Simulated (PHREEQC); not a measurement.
# Brine (model solution)

Make-up at 25 °C: 1.5 mol MgCl2 per kg of water. Closed to the air; pH follows from the charge balance.

All values are PHREEQC results (Pitzer model, pitzer.dat), not measurements.

Precipitation was switched off in this run.

**Question.** Estimate the activity of water, density, osmotic coefficient.

**Answer.** activity of water 0.899; density 1.104 g/cm³; osmotic coefficient 1.309.
